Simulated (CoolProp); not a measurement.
A single-stage vapour-compression cycle with the fluid: evaporating at 254.15 K (dew point), condensing at 305.15 K (bubble point), superheat 0 K, subcooling 8 K, compressor efficiency 0.65, no pressure losses. The same conditions are run with several fluids, on thermodynamics alone (safety and materials aside).

Values from CoolProp's reference Helmholtz-energy equation of state of each fluid (hydrogen chloride: Thol 2018; R134a: Tillner-Roth 1994; chloromethane (R40): Thol 2014; R141b: Lemmon 2006; R125: Lemmon 2005; C3F8 (R218): Lemmon 2006).

**Question.** Rank hydrogen chloride, R134a, chloromethane (R40), R141b, R125, C3F8 (R218) by cooling COP, highest first.

**Answer.** R141b (2.90), chloromethane (R40) (2.78), R134a (2.72), R125 (2.44), hydrogen chloride (2.33), C3F8 (R218) (2.21)

```csv
fluid,pressure ratio,discharge temperature (K),refrigerating effect (kJ/kg),volumetric capacity (kJ/m³)
hydrogen chloride,3.63,401.0,264,8430
R134a,5.88,332.3,154,1090
chloromethane (R40),5.62,406.5,354,1100
R141b,9.25,346.0,198,121
R125,4.71,319.7,92.2,2040
C3F8 (R218),4.91,305.1,51.7,1070
```

The compression ends wet for: C3F8 (R218).
